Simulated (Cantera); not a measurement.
Transport properties of process gases

Gas mixture: CH₄ = 0.64 (molar parts), at 24000 Pa, frozen composition.

Cantera's kinetic-theory transport with the Lennard-Jones parameters of GRI-Mech 3.0, ideal gas; thermal conductivity in the multicomponent form. The composition is frozen, though it would react at the higher temperatures.

```csv
T (K),ρ (kg/m³),cp (J/kg/K),μ (µPa s),λ (mW/m/K),Pr,D (cm²/s) CH₃,D (cm²/s) H,D (cm²/s) CH₄
400,0.116,2526,14.4,50.8,0.718,1.64,7.92,0.000
550,0.0842,3093,18.3,78.3,0.723,2.86,13.9,0.000
700,0.0662,3656,21.7,109,0.727,4.33,21.0,0.000
850,0.0545,4143,24.8,141,0.728,6.02,29.2,0.000
1000,0.0463,4589,27.7,174,0.730,7.92,38.4,0.000
1150,0.0403,4962,30.3,206,0.730,10.0,48.6,0.000
1300,0.0356,5281,32.9,238,0.730,12.3,59.6,0.000
1450,0.0319,5554,35.3,269,0.730,14.8,71.5,0.000
```
D: mixture-averaged diffusion coefficient of that species in the mixture.
